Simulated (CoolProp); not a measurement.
The fluid at 382.07 K and 6.14 MPa expands adiabatically to 0.48 MPa with isentropic efficiency 0.7. The same conditions are run with several fluids, on thermodynamics alone (safety and materials aside).

Model: reference Helmholtz-energy equation of state of each fluid (C2F6 (R116): Lemmon 2006; R143a: Lemmon and Jacobsen 2000; R507A: Lemmon 2003; R13: Platzer 1990; propane: Lemmon 2009), in CoolProp. The equations of Platzer and Polt are older, rougher fits. Blends and air are pseudo-pure fits.

| fluid | work (kJ/kg) | final temperature (K) | final phase | final density (kg/m³) |
|---|---|---|---|---|
| C2F6 (R116) | 31.2 | 316.2 | gas | 26.3 |
| R143a | 35.4 | 268.2 | gas | 20.8 |
| R507A | 31.9 | 277.2 | gas | 23.1 |
| R13 | 37.9 | 286.1 | gas | 22.2 |
| propane | 48.1 | 273.5 | two-phase, vapour fraction 0.780 | 13.3 |
